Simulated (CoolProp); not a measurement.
Properties of C2F6 (R116) along the isobar 4.02 MPa.

The numbers come from the reference Helmholtz-energy equation of state, Lemmon 2006 in CoolProp. It is a short technical equation, of lower accuracy than the large ones.

```csv
T (K),phase,cp (kJ/(kg K)),isothermal compressibility (1/MPa),conductivity (mW/(m K))
263.5,liquid,1.167,0.01336,52.5
275,liquid,1.260,0.02181,47.8
286.5,liquid,1.437,0.04445,42.7
298.1,supercritical,2.094,0.1828,36.9
309.6,supercritical,2.489,0.7798,29.2
321.1,supercritical,1.429,0.4867,24.1
332.7,supercritical,1.195,0.3970,22.7
344.2,supercritical,1.103,0.3543,22.4
355.8,supercritical,1.058,0.3286,22.6
367.3,supercritical,1.033,0.3116,23.0
378.8,supercritical,1.021,0.2993,23.6
390.4,supercritical,1.014,0.2900,24.2
401.9,supercritical,1.012,0.2828,24.9
413.5,supercritical,1.013,0.2770,25.6
425,supercritical,1.015,0.2723,26.4
```

The peak of cp marks the crossing from liquid-like to gas-like fluid above the critical point.

Thermal conductivity comes from a separate model (Huber 2003), an estimate that may be off by 10 % or more.
